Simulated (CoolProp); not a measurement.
Saturated liquid density (kg/m³) of sulfur dioxide: the reference equation beside estimates from Tc = 157.5 °C, pc = 78.87 bar, ω = 0.256. Rackett uses Z = 0.29056 − 0.08775 ω.

Model: reference Helmholtz-energy equation of state, Gao 2016, in CoolProp.

```json
[
 {"T (°C)": "-36.35", "reference": "(withheld)", "Rackett": "1501", "van der Waals": "898.5", "Redlich-Kwong": "1329"},
 {"T (°C)": "-30.85", "reference": "1515", "Rackett": "1488", "van der Waals": "(withheld)", "Redlich-Kwong": "1317"},
 {"T (°C)": "-25.25", "reference": "1501", "Rackett": "1475", "van der Waals": "884.0", "Redlich-Kwong": "1305"},
 {"T (°C)": "-19.75", "reference": "1487", "Rackett": "1462", "van der Waals": "876.6", "Redlich-Kwong": "1292"},
 {"T (°C)": "-14.15", "reference": "1472", "Rackett": "1448", "van der Waals": "(withheld)", "Redlich-Kwong": "1279"},
 {"T (°C)": "-8.65", "reference": "(withheld)", "Rackett": "1435", "van der Waals": "861.3", "Redlich-Kwong": "1266"},
 {"T (°C)": "-3.05", "reference": "(withheld)", "Rackett": "1421", "van der Waals": "853.3", "Redlich-Kwong": "1252"},
 {"T (°C)": "2.45", "reference": "1429", "Rackett": "1407", "van der Waals": "845.4", "Redlich-Kwong": "1238"},
 {"T (°C)": "7.95", "reference": "1414", "Rackett": "1393", "van der Waals": "837.2", "Redlich-Kwong": "1224"},
 {"T (°C)": "13.55", "reference": "1399", "Rackett": "1378", "van der Waals": "(withheld)", "Redlich-Kwong": "1209"},
 {"T (°C)": "19.05", "reference": "(withheld)", "Rackett": "1364", "van der Waals": "820.2", "Redlich-Kwong": "1194"}
]
```

Task: Fill in the missing entries.

Result: 
- -36.35, reference: 1529
- -30.85, van der Waals: 891.4
- -14.15, van der Waals: 869.0
- -8.65, reference: 1458
- -3.05, reference: 1443
- 13.55, van der Waals: 828.7
- 19.05, reference: 1384

Absolute difference from the reference over all 11 rows, mean and median: Rackett 1.6 and 1.6 %, van der Waals 40.9 and 40.9 %, Redlich-Kwong 13.3 and 13.2 %.
